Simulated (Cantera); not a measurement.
Feed: 1 mol Si2H6, 0.42 mol Cl2, 90 mol N2, held at 975 K and 110 Pa.

Equilibrium computed with Cantera from the NASA thermochemical tables; the gas is ideal and each condensed phase is pure. Candidate condensed phases: NH4Cl, Si, Si3N4; 28 gas species. The feed counts by its element totals alone. N2 is the only nitrogen source here; it is nearly inert below about 1500 K, so the nitride shown seldom forms there in practice. Kinetics and transport are ignored.

Task: What is the equilibrium state?

Result: 
```json
{
 "x(N2)": "0.963",
 "x(H2)": "0.0280",
 "x(HCl)": "0.00912",
 "n(Si3N4(s))": "0.667 mol",
 "gas_amount": "92.09 mol",
 "log10 activity of Si(s) (absent)": "-5.54"
}
```
